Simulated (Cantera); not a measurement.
Input: 1 mol CuF2, 0.82 mol H2O, 0.82 mol N2, equilibrated at 0.700 bar.

Equilibrium computed with Cantera from the NASA thermochemical tables; the gas is ideal and each condensed phase is pure. Candidate condensed phases: Cu, CuF2, CuO, Cu(OH)2, Cu2O, H2O; 45 gas species. Kinetics and transport are ignored.

Task: Which condensed phases are stable at each of these points (T (K)): 1473, 1573, 1673, 1773, 1873, 1973, 2073, 2173, 2273?

Result: 
| T (K) | condensed phases | Cu condensed (%) |
|---|---|---|
| 1473 | Cu2O(s) | 76.9 |
| 1573 | Cu2O(l) | 72.8 |
| 1673 | Cu2O(l) | 68.6 |
| 1773 | Cu2O(l) | 65.0 |
| 1873 | Cu2O(l) | 61.2 |
| 1973 | Cu2O(l) | 55.5 |
| 2073 | Cu2O(l) | 46.5 |
| 2173 | Cu2O(l) | 32.0 |
| 2273 | Cu(l) | 10.8 |

At 1473 K the condensed part is Cu2O(s). From 1573 K to 2173 K the condensed part is Cu2O(l). At 2273 K the condensed part is Cu(l).
